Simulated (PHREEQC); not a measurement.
Brackish or sea water: speciation

Synthetic water in mg/kgw, 25 °C, pH 6.36, pe 12.9:

```json
[
 {"constituent": "Na", "mg/kgw": "9930"},
 {"constituent": "K", "mg/kgw": "73"},
 {"constituent": "Ca", "mg/kgw": "937"},
 {"constituent": "Mg", "mg/kgw": "385"},
 {"constituent": "Cl", "mg/kgw": "18700"},
 {"constituent": "S(6) as SO4", "mg/kgw": "420"},
 {"constituent": "Alkalinity as HCO3", "mg/kgw": "17.6"},
 {"constituent": "Cd", "mg/kgw": "30.2"}
]
```

Valence states are taken as typed.

Equilibrium calculation in PHREEQC: ion-association model, wateq4f.dat.

This is a speciation only: nothing precipitates in the calculation.

### Question
What activity of water, charge-balance error does the model give?

### Answer
activity of water 0.983; charge-balance error -2.3 %.

### Question
In which forms is Ca present?

### Answer
Ca+2 98 %, CaSO4 2.1 % of the Ca.

Complexes and solids missing from the database can't appear.
